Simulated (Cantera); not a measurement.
# NO annealing gas

An isothermal, constant-pressure homogeneous reactor starts with 87.7 % NO, 12.3 % N2, at 2200 K and 27000 Pa.

Model: GRI-Mech 3.0 (53 species, 325 reactions), integrated in Cantera.

| t (s) | x NO | x N2O | x O2 | x N2 | x O | x NO2 |
|---|---|---|---|---|---|---|
| 5.00e-6 | 0.877 | 4.49e-6 | 9.74e-9 | 0.123 | 4.50e-6 | 4.31e-8 |
| 1.38e-5 | 0.877 | 1.23e-5 | 7.46e-8 | 0.123 | 1.24e-5 | 3.14e-7 |
| 3.82e-5 | 0.877 | 3.31e-5 | 5.67e-7 | 0.123 | 3.39e-5 | 2.09e-6 |
| 0.000106 | 0.877 | 8.51e-5 | 4.50e-6 | 0.123 | 9.37e-5 | 1.17e-5 |
| 0.000292 | 0.877 | 0.000193 | 4.10e-5 | 0.123 | 0.000269 | 4.81e-5 |
| 0.000809 | 0.875 | 0.000322 | 0.000411 | 0.123 | 0.000656 | 0.000123 |
| 0.00224 | 0.871 | 0.000352 | 0.00245 | 0.126 | 0.000868 | 0.000161 |
| 0.00618 | 0.858 | 0.000337 | 0.00867 | 0.132 | 0.000963 | 0.000182 |
| 0.0171 | 0.822 | 0.000300 | 0.0265 | 0.150 | 0.00118 | 0.000228 |
| 0.0473 | 0.720 | 0.000215 | 0.0772 | 0.201 | 0.00166 | 0.000299 |
| 0.131 | 0.470 | 8.27e-5 | 0.202 | 0.326 | 0.00244 | 0.000305 |
| 0.362 | 0.144 | 7.30e-6 | 0.364 | 0.489 | 0.00318 | 0.000125 |
| 1.00 | 0.0272 | 5.33e-7 | 0.423 | 0.547 | 0.00341 | 2.55e-5 |
x: mole fraction; the columns are a selection and need not sum to one.

Equilibrium at this temperature and pressure: NO 0.0152, N2O 3.67e-7, O2 0.429, N2 0.553, O 0.00343, NO2 1.43e-5 (gas phase only).
